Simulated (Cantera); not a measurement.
# n-butane + H2 + O2 (carbon deposition, reforming and gasification)

A closed system holds: 1 mol n-butane, 80 mol H2, 0.44 mol O2, equilibrated at 1330 Pa.

Cantera equilibrium calculation (NASA polynomials, part measured and part estimated; ideal gas, pure solids and liquids). Candidate condensed phases: C, C6H6, C7H8, C8H18, H2O; 110 gas species. The numbers say what is thermodynamically allowed, not how fast it happens.

From 1848 K to 2648 K the condensed part is C(graphite). At 2748 K nothing is condensed. The main C-bearing gas is CO at 1848 K and C2H2 (acetylene) at 2748 K. The share of C in condensed phases is highest at 1848 K (76.9 %) and lowest at 2748 K (0.0 %).

| T (K) | x H2 | x H | x C2H2 (acetylene) | x CO | x C2H | x C3 | n C(graphite) |
|---|---|---|---|---|---|---|---|
| 1848 | 0.985 | 0.00456 | 0.000254 | 0.0102 | 1.25e-8 | 3.58e-11 | 3.08 |
| 1948 | 0.980 | 0.00969 | 0.000528 | 0.0102 | 8.15e-8 | 5.57e-10 | 3.03 |
| 2048 | 0.970 | 0.0191 | 0.00102 | 0.0101 | 4.40e-7 | 6.59e-9 | 2.94 |
| 2148 | 0.953 | 0.0352 | 0.00182 | 0.0101 | 2.01e-6 | 6.16e-8 | 2.80 |
| 2248 | 0.926 | 0.0612 | 0.00307 | 0.00993 | 8.00e-6 | 4.69e-7 | 2.57 |
| 2348 | 0.885 | 0.101 | 0.00484 | 0.00973 | 2.80e-5 | 2.99e-6 | 2.23 |
| 2448 | 0.827 | 0.157 | 0.00715 | 0.00944 | 8.70e-5 | 1.63e-5 | 1.75 |
| 2548 | 0.749 | 0.232 | 0.00988 | 0.00906 | 0.000243 | 7.75e-5 | 1.10 |
| 2648 | 0.652 | 0.325 | 0.0127 | 0.00857 | 0.000611 | 0.000326 | 0.221 |
| 2748 | 0.544 | 0.434 | 0.0115 | 0.00801 | 0.00106 | 0.000807 | 0 |
x: gas mole fraction; n: condensed amount in mol.
